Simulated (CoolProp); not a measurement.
Aqueous ethanol as a coolant, at -17 °C, 1 atm.

Model: Melinder's fits for secondary coolants, in CoolProp.

| mass % | freezing point (°C) | conductivity (W/(m K)) | cp (kJ/(kg K)) | Prandtl number | density (kg/m³) |
|---|---|---|---|---|---|
| 29 | (withheld) | 0.391 | (withheld) | 209 | 972.9 |
| 33.3 | -23.3 | 0.372 | (withheld) | 218 | 969.0 |
| 37.6 | -27.4 | (withheld) | 3.818 | 218 | 963.9 |
| 41.8 | (withheld) | 0.338 | 3.674 | 211 | (withheld) |
| 46.1 | -34.7 | 0.322 | (withheld) | 198 | 950.2 |

### Question
Fill in the missing entries.

### Answer

- 29, freezing point (°C): -19.2
- 29, cp (kJ/(kg K)): 4.124
- 33.3, cp (kJ/(kg K)): 3.972
- 37.6, conductivity (W/(m K)): 0.355
- 41.8, freezing point (°C): -31.1
- 41.8, density (kg/m³): 957.7
- 46.1, cp (kJ/(kg K)): 3.537
